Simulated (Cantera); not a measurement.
Charge: 1 mol HMDSO, 0.68 mol N2O, held at 802 °C and 0.128 Torr.

Cantera equilibrium calculation (NASA polynomials, part measured and part estimated; ideal gas, pure solids and liquids). Candidate condensed phases: C, C6H6, C7H8, C8H18, H2O, Si, SiC, SiO2, Si2N2O, Si3N4; 151 gas species. The feed counts by its element totals alone. Mutual solubility and eutectic melting of coexisting phases are not modelled. Rates play no part.

Base state: H2 0.991, CO 0.00940 (mole fractions); condensed: C(graphite) + SiC(s) + SiO2(β-quartz) + Si2N2O(s).

What changes in the equilibrium state with this change: temperature from 802 °C to 1452 °C?


| species | before | after |
|---|---|---|
| H2 | 0.991 | 0.780 |
| CO | 0.00940 | 0.146 |
| N2 | 5.05e-6 | 0.0590 |
| H | 1.12e-6 | 0.0126 |
| SiO | 1.51e-6 | 0.000649 |
| Si | <1e-9 | 0.000101 |
| HNC | <1e-9 | 2.86e-5 |
| C(graphite), mol | 5.73 | 2.32 |
| SiC(s), mol | 0.183 | 1.99 |
| SiO2(β-quartz), mol | 0.457 | 0 |
| Si2N2O(s), mol | 0.680 | 0 |

What changes in the equilibrium state with this change: temperature from 802 °C to 452 °C?


| species | before | after |
|---|---|---|
| H2 | 0.991 | 0.999 |
| CH4 | 7.52e-6 | 0.000871 |
| CO | 0.00940 | <1e-9 |
| C(graphite), mol | 5.73 | 5.85 |
| SiC(s), mol | 0.183 | 0.140 |
| SiO2(β-quartz), mol | 0.457 | 0 |
| Si2N2O(s), mol | 0.680 | 0.680 |
| SiO2(α-quartz), mol | 0 | 0.500 |
